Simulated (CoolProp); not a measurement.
Vapour-liquid equilibrium of ethylbenzene (1) + o-xylene (2) at 449.4 K; x and y are mole fractions of (1).

Computed with CoolProp (multi-fluid Helmholtz-energy mixture model, Zhou 2012 and Zhou 2012; pair parameters Bell 2016).

| x | bubble pressure, mixture model (MPa) | bubble pressure, Raoult's law (MPa) | y, mixture model | y, Raoult's law |
|---|---|---|---|---|
| 0.05 | 0.2222 | 0.2222 | … | 0.060 |
| 0.2 | 0.2295 | 0.2291 | 0.231 | 0.232 |
| 0.35 | 0.2370 | 0.2361 | 0.394 | 0.395 |
| 0.5 | … | 0.2430 | … | 0.548 |
| 0.65 | 0.2516 | 0.2499 | 0.689 | 0.692 |
| 0.8 | … | 0.2569 | 0.824 | 0.829 |
| 0.95 | … | 0.2638 | … | 0.958 |

Task: Fill in the missing entries.

Result: 
- 0.05, y, mixture model: 0.059
- 0.5, bubble pressure, mixture model (MPa): 0.2445
- 0.5, y, mixture model: 0.546
- 0.8, bubble pressure, mixture model (MPa): 0.2583
- 0.95, bubble pressure, mixture model (MPa): 0.2643
- 0.95, y, mixture model: 0.956

The largest gap from Raoult's law is +0.7 % in bubble pressure, at x = 0.65. No azeotrope shows between x = 0.05 and 0.95.

Pair parameters are fitted to limited data, so mixtures are less certain than the pure fluids.
